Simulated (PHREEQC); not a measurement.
A solution holds 0.00215 mol CuSO4, 0.0165 mol HNO3 and 0.0275 mol KCl per kg of water, at 25 °C. Closed to the air; pH follows from the charge balance.

Model: ion-association model, phreeqc.dat, run in PHREEQC.

No solid was allowed to form.

Question: Predict the pH.

Answer: pH 1.87.

Question: In which forms is Cu present?

Answer: Cu+2 92 %, CuSO4 4.7 %, CuCl+ 3.3 % of the Cu.

Species that the database lacks are ignored.
